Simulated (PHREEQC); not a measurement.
PHREEQC input (ion-association model, wateq4f.dat):

```
SOLUTION_MASTER_SPECIES
  An  An-  0  An  62.0  # stands for a non-complexing anion
SOLUTION_SPECIES
  An- = An-
    -log_k 0
    -gamma 3.0 0
PHASES
  Fix_H+
    H+ = H+
    -log_k 0
SOLUTION 1
  temp 25
  units mmol/kgw
  pH 7 charge
  Cl 0.01
  Pb 0.005
  Na 10
  An 10
END
SELECTED_OUTPUT 1
  -reset false
  -pH true
  -pe true
  -ionic_strength true
  -water true
  -totals Cl Na Pb
  -molalities Hfo_wOH Hfo_wOH2+ Hfo_wO- Hfo_sOH Hfo_sOH2+ Hfo_sO- Hfo_sOPb+ Hfo_wOPb+
  -saturation_indices Litharge Cotunnite Laurionite Halite
USER_PUNCH 1
  -headings sigma psi
  10 PUNCH EDL("sigma", "Hfo"), EDL("psi", "Hfo")
PRINT
  -reset false
USE solution 1
SURFACE 1
  Hfo_wOH 0.000224719 600 0.1
  Hfo_sOH 5.61798e-06
EQUILIBRIUM_PHASES 1
  Fix_H+ -4 HAn 10
    -force_equality true
  O2(g) -0.68 10
END
# ... the last block is repeated for the other 16 points of pH, with NaOH or the acid as the point needs
```

Selected output (columns that matter, 17 of 17 rows; pH added in front):

```
pH	mu	Na	Pb	m_Hfo_wOH	m_Hfo_wOH2+	m_Hfo_wO-	m_Hfo_sOH	m_Hfo_sOH2+	m_Hfo_sO-	si_Litharge	si_Cotunnite	si_Halite	sigma	psi
4	0.010188	0.01	3.6269e-06	9.0983e-05	0.0001323	1.4334e-06	1.72e-06	2.501e-06	2.7097e-08	-10.342	-10.944	-8.6727	0.21665	0.185
4.38	0.010107	0.01	2.2688e-06	0.0001149	0.00010698	2.8274e-06	1.481e-06	1.3788e-06	3.6441e-08	-9.7848	-11.146	-8.6724	0.17405	0.17398
4.75	0.010066	0.01	1.1628e-06	0.00013431	8.5561e-05	4.8297e-06	1.0771e-06	6.8617e-07	3.8732e-08	-9.335	-11.436	-8.6722	0.13705	0.16184
5.12	0.010042	0.01	4.8938e-07	0.00014904	6.8172e-05	7.4648e-06	7.6054e-07	3.4787e-07	3.8092e-08	-8.9711	-11.812	-8.6721	0.10538	0.14846
5.5	0.010028	0.01	1.5713e-07	0.00015948	5.4487e-05	1.0694e-05	5.9116e-07	2.0197e-07	3.9639e-08	-8.7055	-12.307	-8.672	0.078479	0.13348
5.88	0.010019	0.01	3.9497e-08	0.00016597	4.4498e-05	1.4181e-05	5.3576e-07	1.4364e-07	4.5778e-08	-8.5479	-12.909	-8.672	0.056892	0.11723
6.25	0.010013	0.01	9.0167e-09	0.00016954	3.7602e-05	1.7511e-05	5.2658e-07	1.1679e-07	5.4389e-08	-8.4556	-13.557	-8.672	0.040437	0.10021
6.62	0.010009	0.01	1.9648e-09	0.00017135	3.2784e-05	2.0516e-05	5.2739e-07	1.0091e-07	6.3146e-08	-8.3915	-14.233	-8.672	0.027829	0.082121
7	0.010006	0.01	4.1229e-10	0.00017216	2.9363e-05	2.3124e-05	5.2883e-07	9.0194e-08	7.1031e-08	-8.3427	-14.944	-8.6719	0.018104	0.062595
7.38	0.010007	0.010004	9.1862e-11	0.00017242	2.6968e-05	2.5255e-05	5.2942e-07	8.2803e-08	7.7545e-08	-8.3055	-15.667	-8.6718	0.010803	0.042341
7.75	0.010009	0.010007	2.4155e-11	0.00017242	2.5237e-05	2.6986e-05	5.2937e-07	7.7483e-08	8.2853e-08	-8.2767	-16.378	-8.6716	0.0052196	0.022157
8.12	0.010011	0.010011	7.6071e-12	0.00017228	2.3814e-05	2.8552e-05	5.2892e-07	7.3112e-08	8.7659e-08	-8.2514	-17.093	-8.6715	0.00039746	0.0017394
8.5	0.010015	0.010016	2.8442e-12	0.000172	2.2435e-05	3.021e-05	5.2806e-07	6.8876e-08	9.2747e-08	-8.2255	-17.827	-8.6713	-0.0045018	-0.019248
8.88	0.010022	0.010025	1.297e-12	0.00017152	2.0939e-05	3.2187e-05	5.2658e-07	6.4285e-08	9.8816e-08	-8.1956	-18.557	-8.6709	-0.010103	-0.040027
9.25	0.010035	0.01004	7.4276e-13	0.0001707	1.9216e-05	3.4736e-05	5.2405e-07	5.8995e-08	1.0664e-07	-8.1583	-19.259	-8.6703	-0.016995	-0.059833
9.62	0.010065	0.010073	5.4179e-13	0.00016922	1.7128e-05	3.8299e-05	5.1952e-07	5.2585e-08	1.1758e-07	-8.1083	-19.95	-8.669	-0.026111	-0.078989
10	0.010133	0.010145	5.1586e-13	0.00016651	1.4583e-05	4.3554e-05	5.112e-07	4.4771e-08	1.3371e-07	-8.0385	-20.64	-8.6662	-0.038694	-0.09775
```

Complexes and solids missing from the database can't appear.
